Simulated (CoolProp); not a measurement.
Vapour pressure (MPa) of isohexane: the reference equation beside estimates from Tc = 497.7 K, pc = 3.043 MPa, ω = 0.280. Clausius-Clapeyron is anchored at 347.2 K with a constant enthalpy of vaporisation of 26.94 kJ/mol.

Values from CoolProp's reference Helmholtz-energy equation of state, Lemmon 2006. It is a short technical equation, of lower accuracy than the large ones.

| T (K) | reference | Lee-Kesler | Clausius-Clapeyron | Redlich-Kwong | Soave-Redlich-Kwong | Peng-Robinson |
|---|---|---|---|---|---|---|
| 317.9 | 0.06022 | 0.05950 | 0.06527 | 0.1167 | 0.05970 | 0.06033 |
| 327.7 | 0.08431 | 0.08371 | 0.08853 | 0.1552 | 0.08382 | 0.08427 |
| 337.4 | 0.1150 | 0.1147 | 0.1176 | 0.2018 | 0.1147 | 0.1148 |
| 347.2 | 0.1543 | 0.1543 | 0.1543 | 0.2585 | 0.1542 | 0.1538 |
| 356.9 | 0.2026 | 0.2032 | 0.1988 | 0.3251 | 0.2031 | 0.2019 |
| 366.6 | 0.2617 | 0.2631 | 0.2528 | 0.4032 | 0.2630 | 0.2609 |
| 376.4 | 0.3340 | 0.3362 | 0.3182 | 0.4947 | 0.3365 | 0.3331 |
| 386.1 | 0.4194 | 0.4225 | 0.3951 | 0.5988 | 0.4235 | 0.4186 |
| 395.9 | 0.5214 | 0.5255 | 0.4863 | 0.7185 | 0.5277 | 0.5210 |

Absolute difference from the reference over all 9 rows, mean and median: Lee-Kesler 0.6 and 0.7 %, Clausius-Clapeyron 4.2 and 4.7 %, Redlich-Kwong 62.7 and 60.5 %, Soave-Redlich-Kwong 0.6 and 0.6 %, Peng-Robinson 0.2 and 0.2 %.
